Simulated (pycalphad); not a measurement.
# Effect of Si content in Al-Cu-Si

Computed with pycalphad from the COST 507 light-alloy database (1999), at 1 atm. These are 1990s assessments: newer ones move some temperatures and phases. Not assessed as a whole: an extrapolation from subsystems, which can miss ternary compounds. Phase fractions are per mole of atoms.

Task: One of these alloys has its liquidus at 866 K, its solidus at 785 K, and holds fcc 0.84, ALCU_THETA 0.09, diamond (Si) 0.07 at 650 K. Which?
A. Al-3.41Cu-14.14Si (at.%)
B. Al-3.41Cu-21.21Si (at.%)
C. Al-3.41Cu-3.53Si (at.%)
D. Al-3.41Cu-7.07Si (at.%)
E. Al-3.41Cu-1.77Si (at.%)
F. Al-3.41Cu-10.61Si (at.%)

Result: D, Al-3.41Cu-7.07Si (at.%). The others: Al-3.41Cu-1.77Si (at.%), liquidus 902, solidus 785; Al-3.41Cu-3.53Si (at.%), liquidus 891, solidus 785; Al-3.41Cu-10.61Si (at.%), liquidus 839, solidus 785; Al-3.41Cu-14.14Si (at.%), liquidus 892, solidus 785; Al-3.41Cu-21.21Si (at.%), liquidus 1001, solidus 785

Database names, with the compositions (at.%) that they take in these runs: ALCU_THETA: Al 67 Cu 32.
